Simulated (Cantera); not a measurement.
What does this Cantera script print?

```python
import numpy as np
import cantera as ct

gas_names = """
    C CH CH2 CH3 CH4 C2 C2H C2H2,acetylene C2H2,vinylidene C2H3,vinyl C2H4 C2H5 C2H6 C3 C3H3,propargyl
    C3H4,allene C3H4,propyne C3H4,cyclo- C3H5,allyl C3H6,propylene C3H6,cyclo- C3H7,n-propyl
    C3H7,i-propyl C3H8 C4 C4H2 C4H4,1,3-cyclo- C4H6,butadiene C4H6,2-butyne C4H6,cyclo- C4H8,1-butene
    C4H8,cis2-buten C4H8,tr2-butene C4H8,isobutene C4H8,cyclo- C4H9,n-butyl C4H9,i-butyl C4H9,s-butyl
    C4H9,t-butyl C4H10,isobutane C4H10,n-butane C5 C5H6,1,3cyclo- C5H8,cyclo- C5H10,1-pentene
    C5H10,cyclo- C5H11,pentyl C5H11,t-pentyl C5H12,n-pentane C5H12,i-pentane CH3C(CH3)2CH3 C6H2
    C6H5,phenyl C6H6 C6H10,cyclo- C6H12,1-hexene C6H12,cyclo- C6H13,n-hexyl C7H7,benzyl C7H8
    C7H14,1-heptene C7H15,n-heptyl C7H16,n-heptane C8H8,styrene C8H10,ethylbenz C8H16,1-octene
    C8H17,n-octyl C8H18,isooctane C8H18,n-octane C9H19,n-nonyl C10H8,naphthale C10H21,n-decyl
    C12H9,o-bipheny C12H10,bipheny H H2 Si SiC SiC2 SiC4H12 SiH SiH2 SiH3 SiH4 Si2 Si2C Si3
""".split()
cond_names = """
    C(gr) C6H6(L) C7H8(L) C8H18(L),n-octa Si(cr) Si(L) SiC(b)
""".split()


def load(file, names, dense=False):
    # The tables refer to 1 bar. Condensed volumes are neglected.
    table = {s.name: s for s in ct.Species.list_from_file(file)}
    out = []
    for n in names:
        d = dict(table[n].input_data)
        d["thermo"] = dict(d["thermo"], **{"reference-pressure": 1e5})
        if dense:
            d["equation-of-state"] = {"model": "constant-volume", "density": "1e6 g/cm^3"}
        out.append(ct.Species.from_dict(d))
    return out


gas = ct.Solution(thermo="ideal-gas", species=load("nasa_gas.yaml", gas_names))
cond = {s.name: ct.Solution(thermo="fixed-stoichiometry", species=[s], name=s.name)
        for s in load("nasa_condensed.yaml", cond_names, dense=True)}
atoms = {
    'Si(CH3)4': {'Si': 1, 'C': 4, 'H': 12},
    'H2': {'H': 2},
}
top_T = {'C(gr)': 4500, 'SiC(b)': 3050}  # K; cautious upper limits of use, not melting points


def equilibrate(T, P, feed):
    n = {}
    for name, mol in feed.items():
        for a, k in atoms[name].items():
            n[a] = n.get(a, 0.0) + k * mol
    gas.TPX = T, P, n
    mass = sum(n.values()) * gas.mean_molecular_weight
    gas.equilibrate("TP")
    valid = [c for c in cond.values() if c.min_temp <= T <= top_T.get(c.name, c.max_temp)]
    mix = ct.Mixture([(gas, mass / gas.mean_molecular_weight)] + [(c, 0.0) for c in valid])
    mix.T, mix.P = T, P
    mix.equilibrate("TP", solver="vcs", rtol=1e-11, max_steps=5000)
    return mix


results = []
feed = {'Si(CH3)4': 1, 'H2': 2000}  # mol
T = 1575  # K
P = 1100  # Pa
mix = equilibrate(T, P, feed)
results.append((T, P, feed, dict(zip(mix.species_names, mix.species_moles))))
print(gas.report(threshold=0.001))
for i in range(1, mix.n_phases):
    print(f"{mix.phase(i).name:16s} {mix.phase_moles(i):12.5e} mol")
```

Result:

```
       temperature   1575 K
          pressure   1100 Pa
           density   0.00016938 kg/m^3
  mean mol. weight   2.0164 kg/kmol
   phase of matter   gas

                          1 kg             1 kmol
                     ---------------   ---------------
          enthalpy        1.9271e+07        3.8858e+07  J
   internal energy        1.2777e+07        2.5763e+07  J
           entropy        1.0812e+05          2.18e+05  J/K
    Gibbs function       -1.5101e+08        -3.045e+08  J
 heat capacity c_p             16194             32653  J/K
 heat capacity c_v             12070             24339  J/K

                      mass frac. Y      mole frac. X     chem. pot. / RT
                     ---------------   ---------------   ---------------
                H2           0.99937           0.99956           -23.256
     [  +86 minor]        0.00063248        0.00043752

C(gr)             2.87502e+00 mol
Si(cr)            0.00000e+00 mol
SiC(b)            9.99800e-01 mol
```

Equilibrium computed with Cantera from the NASA thermochemical tables; the gas is ideal and each condensed phase is pure.
